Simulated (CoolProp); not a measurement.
Model: reference Helmholtz-energy equation of state, Lemmon 2006, in CoolProp. It is a short technical equation, of lower accuracy than the large ones.

Task: For hydrogen sulfide, give the phase and the cv (kJ/(kg K)), expansivity (1/kK), viscosity (µPa s) at 65.35 °C and 18400 kPa; 205.95 °C and 18400 kPa.

Result: 
- 65.35 °C and 18400 kPa: liquid; cv 1.05, expansivity 3.47, viscosity 102
- 205.95 °C and 18400 kPa: supercritical; cv 0.979, expansivity 6.43, viscosity 27.3

Viscosity comes from a separate model (Quiñones-Cisneros 2012).
